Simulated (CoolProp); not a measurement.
Values from CoolProp's reference Helmholtz-energy equation of state, Lemmon 2006. It is a short technical equation, of lower accuracy than the large ones.

Task: Give the vapour pressure (MPa), liquid density (kg/m³), vapour density (kg/m³), liquid viscosity (µPa s) of saturated R142b at -9.55, 60.65 °C.

Result: 
```csv
T (°C),p (MPa),liquid density (kg/m³),vapour density (kg/m³),liquid viscosity (µPa s)
-9.55,0.0996,1190,4.76,340
60.65,0.890,1010,39.3,158
```

Viscosity comes from a separate model (Huber 2003), an estimate that may be off by 10 % or more.
